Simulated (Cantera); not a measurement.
Feed: 1 mol SiH₄, 0.23 mol Cl₂, 18 mol H₂, at 24000 Pa.

Method: chemical equilibrium by Gibbs-energy minimisation in Cantera with the NASA 1993 tables (ideal gas, pure condensed phases). Candidate condensed phases: Si; 19 gas species. Kinetics and transport are ignored.

Over these rows the condensed part is Si(s). Partial pressures as log10 of bar:

| T (K) | 1000/T (1/K) | log p SiHCl₃ | log p H₂ | log p HCl |
|---|---|---|---|---|
| 1023 | 0.9775 | -3.30 | -0.63 | -2.73 |
| 1123 | 0.8905 | -3.54 | -0.63 | -2.49 |
| 1223 | 0.8177 | -3.98 | -0.63 | -2.36 |
| 1323 | 0.7559 | -4.55 | -0.63 | -2.33 |
| 1423 | 0.7027 | ? | -0.63 | -2.32 |
| 1523 | 0.6566 | -5.63 | -0.63 | -2.32 |

Fit log p(SiHCl₃) = a + b·(1000/T) to the five rows, give the apparent enthalpy, and predict the row at 1423 K.

Means: 1000/T = 0.8196, log p = -4.200. Sxy = 0.443871, Sxx = 0.0605895, so b = 7.33 and a = -4.200 − (7.33)×0.8196 = -10.21.
Apparent enthalpy: −19.145 × (7.33) = -140 kJ/mol. With the condensed phases at unit activity, Si(s) + 3 HCl(g) = SiHCl₃(g) + H₂(g) links this pressure to the main gases: over the six rows their terms move log p by +1.23 in all, so the slope isn't that reaction's ΔH° alone. The five rows lie within 0.26 of the line; that is curvature, so one enthalpy describes this range poorly.
Prediction at 1423 K: -10.21 + (7.33)×0.7027 = -5.06. The computed value is -5.12, 0.06 from the line.
